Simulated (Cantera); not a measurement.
Input: 1 mol Si, 2.5 mol NF3, 2.4 mol N2, at 133 Pa.

These are equilibrium values from Cantera (NASA tables, ideal gas, pure condensed phases), not measurements of a reactor. Candidate condensed phases: Si, Si3N4; 16 gas species. Kinetics and transport are ignored.

Q: At 700 K, list the 5 most abundant gas species with their mole fractions, and the condensed phases.

A: N2 0.567, F2 0.219, SiF4 0.160, NF3 0.0348, F 0.0185. Condensed: gas only.
